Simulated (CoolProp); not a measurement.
The numbers come from the reference Helmholtz-energy equation of state, de Reuck 1990 in CoolProp.

Give the vapour pressure (bar), liquid density (kg/m³), vapour density (kg/m³), enthalpy of vaporisation (kJ/kg) of saturated fluorine at 94.9 K.


| T (K) | p (bar) | liquid density (kg/m³) | vapour density (kg/m³) | enthalpy of vaporisation (kJ/kg) |
|---|---|---|---|---|
| 94.9 | 2.76 | 1430 | 14.3 | 164 |
